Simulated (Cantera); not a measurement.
Input (Python, Cantera) and output of one run.

```python
import numpy as np
import cantera as ct

gas_names = """
    H HI HO2 H2 H2O H2O2 I I2 O OH O2 O3
""".split()
cond_names = """
    H2O(s) H2O(L) I2(cr) I2(L)
""".split()


def load(file, names, dense=False):
    # The tables refer to 1 bar. Condensed volumes are neglected.
    table = {s.name: s for s in ct.Species.list_from_file(file)}
    out = []
    for n in names:
        d = dict(table[n].input_data)
        d["thermo"] = dict(d["thermo"], **{"reference-pressure": 1e5})
        if dense:
            d["equation-of-state"] = {"model": "constant-volume", "density": "1e6 g/cm^3"}
        out.append(ct.Species.from_dict(d))
    return out


gas = ct.Solution(thermo="ideal-gas", species=load("nasa_gas.yaml", gas_names))
cond = {s.name: ct.Solution(thermo="fixed-stoichiometry", species=[s], name=s.name)
        for s in load("nasa_condensed.yaml", cond_names, dense=True)}
atoms = {
    'HI': {'H': 1, 'I': 1},
    'H2O': {'H': 2, 'O': 1},
    'O2': {'O': 2},
}
top_T = {}  # K; cautious upper limits of use, not melting points


def equilibrate(T, P, feed):
    n = {}
    for name, mol in feed.items():
        for a, k in atoms[name].items():
            n[a] = n.get(a, 0.0) + k * mol
    gas.TPX = T, P, n
    mass = sum(n.values()) * gas.mean_molecular_weight
    gas.equilibrate("TP")
    valid = [c for c in cond.values() if c.min_temp <= T <= top_T.get(c.name, c.max_temp)]
    mix = ct.Mixture([(gas, mass / gas.mean_molecular_weight)] + [(c, 0.0) for c in valid])
    mix.T, mix.P = T, P
    mix.equilibrate("TP", solver="vcs", rtol=1e-11, max_steps=5000)
    return mix


results = []
feed = {'HI': 1, 'H2O': 7.1, 'O2': 1.9}  # mol
P = 10000  # Pa
for T in [1048, 1148, 1248, 1348, 1448, 1548, 1648, 1748, 1848, 1948]:
    mix = equilibrate(T, P, feed)
    results.append((T, P, feed, dict(zip(mix.species_names, mix.species_moles))))

top = {s: max(r[3][s] / sum(r[3][g] for g in gas_names) for r in results) for s in gas_names}
cols = sorted((s for s in top if top[s] > 1e-06), key=lambda s: -top[s])[:7]
seen = [c for c in cond_names if any(r[3].get(c, 0) > 1e-12 for r in results)]
print("log10 of partial pressures in bar; condensed amounts in mol")
print(f"{'T/K':>10s}" + "".join(f"{s[:9]:>10s}" for s in cols + seen))
for T, P, feed, n in results:
    ng = sum(n[g] for g in gas_names)
    print(f"{T:10.4g}" + "".join(f"{np.log10(max(n[s] / ng * P / 1e5, 1e-99)):10.3f}" for s in cols)
          + "".join(f"{n.get(c, 0):10.4g}" for c in seen))
```

Result:

```
log10 of partial pressures in bar; condensed amounts in mol
       T/K       H2O        O2         I        I2        OH        H2        HI
      1048    -1.118    -1.781    -2.350    -2.556    -6.886    -9.693    -5.410
      1148    -1.124    -1.787    -2.156    -2.838    -6.184    -8.617    -5.042
      1248    -1.127    -1.791    -2.066    -3.221    -5.593    -7.711    -4.806
      1348    -1.129    -1.792    -2.032    -3.634    -5.089    -6.937    -4.648
      1448    -1.130    -1.793    -2.020    -4.026    -4.654    -6.269    -4.528
      1548    -1.130    -1.793    -2.016    -4.380    -4.275    -5.686    -4.430
      1648    -1.130    -1.794    -2.015    -4.696    -3.941    -5.174    -4.346
      1748    -1.131    -1.794    -2.014    -4.978    -3.647    -4.719    -4.273
      1848    -1.132    -1.796    -2.015    -5.231    -3.384    -4.314    -4.208
      1948    -1.134    -1.798    -2.015    -5.459    -3.149    -3.950    -4.151
```

Equilibrium computed with Cantera from the NASA thermochemical tables; the gas is ideal and each condensed phase is pure.
